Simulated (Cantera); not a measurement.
A Cantera script and its output.

```python
import numpy as np
import cantera as ct

gas = ct.Solution("gri30.yaml")
gas.TPX = 1398, 1000000, {'CH3OH': 1, 'O2': 2.34, 'N2': 8.81, 'H2O': 0.33}
reactor = ct.IdealGasConstPressureReactor(gas, energy="on", clone=False)
net = ct.ReactorNet([reactor])
net.rtol, net.atol = 1e-08, 1e-16
show = ['CH3OH', 'O2', 'H2O', 'CH2O', 'NO']
times = np.geomspace(3e-06, 1, 16)

steps = ct.SolutionArray(gas, extra=["t"])
rows = []
print(f"{'t/s':>10s}{'T/K':>9s}{'P/Pa':>11s}" + "".join(f"{s:>11s}" for s in show))
for t in times:
    while net.time < t:
        t_next = net.step()
        steps.append(gas.state, t=t_next)
    rows.append([np.interp(t, steps.t, y) for y in (steps.T, steps.P, *steps(*show).X.T)])
    print(f"{t:10.3e}{rows[-1][0]:9.1f}{rows[-1][1]:11.4g}" + "".join(f"{x:11.3e}" for x in rows[-1][2:]))
rate = np.gradient(steps.T, steps.t)
print("integrator steps:", len(steps.t))
if steps.T.max() > steps.T[0] + 200:
    print(f"time of steepest temperature rise: {steps.t[rate.argmax()]:.4e} s")
gas.TPX = 1398, 1000000, {'CH3OH': 1, 'O2': 2.34, 'N2': 8.81, 'H2O': 0.33}
gas.equilibrate("HP")
print(f"equilibrium (HP): T = {gas.T:.1f} K  " + "  ".join(f"{s} {gas[s].X[0]:.3e}" for s in show))
```

Result:

```
       t/s      T/K       P/Pa      CH3OH         O2        H2O       CH2O         NO
 3.000e-06   1398.0      1e+06  8.011e-02  1.875e-01  2.645e-02  1.296e-05  4.361e-16
 7.003e-06   1398.0      1e+06  8.008e-02  1.875e-01  2.646e-02  3.524e-05  1.166e-15
 1.635e-05   1398.0      1e+06  7.998e-02  1.874e-01  2.650e-02  1.114e-04  3.681e-15
 3.817e-05   1398.7      1e+06  7.943e-02  1.871e-01  2.680e-02  5.965e-04  2.507e-14
 8.910e-05   1500.8      1e+06  4.959e-02  1.664e-01  5.275e-02  1.708e-02  1.422e-11
 2.080e-04   2578.0      1e+06  2.308e-17  6.409e-02  1.711e-01  3.657e-11  6.216e-04
 4.856e-04   2575.7      1e+06  2.283e-17  6.340e-02  1.712e-01  3.620e-11  2.040e-03
 1.134e-03   2571.2      1e+06  2.234e-17  6.204e-02  1.713e-01  3.548e-11  4.822e-03
 2.646e-03   2564.6      1e+06  2.166e-17  6.007e-02  1.715e-01  3.446e-11  8.876e-03
 6.178e-03   2559.7      1e+06  2.117e-17  5.863e-02  1.716e-01  3.375e-11  1.183e-02
 1.442e-02   2558.8      1e+06  2.108e-17  5.836e-02  1.717e-01  3.362e-11  1.238e-02
 3.367e-02   2558.8      1e+06  2.108e-17  5.836e-02  1.717e-01  3.362e-11  1.239e-02
 7.860e-02   2558.8      1e+06  2.108e-17  5.836e-02  1.717e-01  3.362e-11  1.239e-02
 1.835e-01   2558.8      1e+06  2.108e-17  5.836e-02  1.717e-01  3.362e-11  1.239e-02
 4.284e-01   2558.8      1e+06  2.108e-17  5.836e-02  1.717e-01  3.362e-11  1.239e-02
 1.000e+00   2558.8      1e+06  2.108e-17  5.836e-02  1.717e-01  3.362e-11  1.239e-02
integrator steps: 1870
time of steepest temperature rise: 9.7837e-05 s
equilibrium (HP): T = 2558.8 K  CH3OH 2.200e-17  O2 5.836e-02  H2O 1.717e-01  CH2O 3.362e-11  NO 1.239e-02
```

Computed with Cantera and GRI-Mech 3.0 (53 species, 325 reactions). GRI-Mech 3.0 was tuned for natural gas; its chemistry of methanol as a main component is partial and can be far from experiment.
